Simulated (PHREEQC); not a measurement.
0.28 g of hydrous ferric oxide (600 m²/g; 0.2 weak and 0.005 strong sites per Fe, Dzombak-Morel constants, diffuse double layer) in 1 kg of water with 0.3 mol/kgw of an inert sodium salt and 1.8e-05 mol/kgw ZnCl2, at 25 °C; the pH is set by adding NaOH or the inert anion's acid. O2 is buffered at 0.21 atm. The system is closed to CO2. No solid was allowed to form.

The series has 13 steps of pH, from 4 to 12.

All values are PHREEQC results (ion-association model, wateq4f.dat), not measurements.

Question: Near which pH is half of the Zn sorbed, and on which side is more sorbed?

Answer: Near pH 6.2, with more sorbed at higher pH.
